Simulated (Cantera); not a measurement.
A Cantera script and what it prints.

```python
import numpy as np
import cantera as ct

gas_names = """
    B BH BH2 BH3 BO BO2 B2 B2O B2O2 B2O3 B3O3H3 H HBO HBO2 HO2 H2 H2O H2O2 H3B3O6 O OH O2 O3
""".split()
cond_names = """
    B(b) B(L) B2O3(L) B3O3H3(cr) H2O(s) H2O(L)
""".split()


def load(file, names, dense=False):
    # The tables refer to 1 bar. Condensed volumes are neglected.
    table = {s.name: s for s in ct.Species.list_from_file(file)}
    out = []
    for n in names:
        d = dict(table[n].input_data)
        d["thermo"] = dict(d["thermo"], **{"reference-pressure": 1e5})
        if dense:
            d["equation-of-state"] = {"model": "constant-volume", "density": "1e6 g/cm^3"}
        out.append(ct.Species.from_dict(d))
    return out


gas = ct.Solution(thermo="ideal-gas", species=load("nasa_gas.yaml", gas_names))
cond = {s.name: ct.Solution(thermo="fixed-stoichiometry", species=[s], name=s.name)
        for s in load("nasa_condensed.yaml", cond_names, dense=True)}
atoms = {
    'B': {'B': 1},
    'H2O': {'H': 2, 'O': 1},
    'H2': {'H': 2},
}
top_T = {}  # K; cautious upper limits of use, not melting points


def equilibrate(T, P, feed):
    n = {}
    for name, mol in feed.items():
        for a, k in atoms[name].items():
            n[a] = n.get(a, 0.0) + k * mol
    gas.TPX = T, P, n
    mass = sum(n.values()) * gas.mean_molecular_weight
    gas.equilibrate("TP")
    valid = [c for c in cond.values() if c.min_temp <= T <= top_T.get(c.name, c.max_temp)]
    mix = ct.Mixture([(gas, mass / gas.mean_molecular_weight)] + [(c, 0.0) for c in valid])
    mix.T, mix.P = T, P
    mix.equilibrate("TP", solver="vcs", rtol=1e-11, max_steps=5000)
    return mix


results = []
feed = {'B': 1, 'H2O': 0.066, 'H2': 25}  # mol
T = 1223.15  # K
P = 1333.22  # Pa
mix = equilibrate(T, P, feed)
results.append((T, P, feed, dict(zip(mix.species_names, mix.species_moles))))
x = sorted(zip(gas.X, gas.species_names), reverse=True)
print(f"T = {T:g} K  P = {P:g} Pa  gas = {mix.phase_moles(0):.4g} mol")
print("   x: " + "  ".join(f"{s} {v:.3e}" for v, s in x if v > 0.0001))
print("   condensed (mol): " + ("  ".join(f"{mix.phase(i).name} {mix.phase_moles(i):.4g}"
      for i in range(1, mix.n_phases) if mix.phase_moles(i) > 1e-12) or "none"))
```

Output:

```
T = 1223.15 K  P = 1333.22 Pa  gas = 25.07 mol
   x: H2 9.986e-01  HBO 7.007e-04  B3O3H3 6.316e-04
   condensed (mol): B(b) 0.9342
```

These are equilibrium values from Cantera (NASA tables, ideal gas, pure condensed phases), not measurements of a reactor.
